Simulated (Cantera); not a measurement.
**Silicon carbide growth: CH₃SiCl₃ + C₂H₂ + H₂ + C₂H₄**

Input: 1 mol CH₃SiCl₃, 0.055 mol C₂H₂, 65 mol H₂, 0.3 mol C₂H₄, equilibrated at 1325 K and 0.690 bar.

Equilibrium computed with Cantera from the NASA thermochemical tables; the gas is ideal and each condensed phase is pure. Candidate condensed phases: C, C₆H₆, C₇H₈, C₈H₁₈, Si, SiC; 109 gas species. The feed counts by its element totals alone. Equilibrium is a limit: real reactors are often held back by kinetics, nucleation or transport.

```yaml
x(H₂): 0.952
x(HCl): 0.0437
x(CH₄): 0.00420
x(SiCl₂): 1.85e-5
x(SiHCl₃): 1.25e-5
x(SiCl₄): 1.12e-5
x(SiCl₃): 6.18e-6
x(SiH₂Cl₂): 2.00e-6
x(H): 1.92e-6
n(C(graphite)): 0.426 mol
n(SiC(s)): 0.997 mol
gas_amount: 68.37 mol
log10 activity of Si(s) (absent): -2.47
```
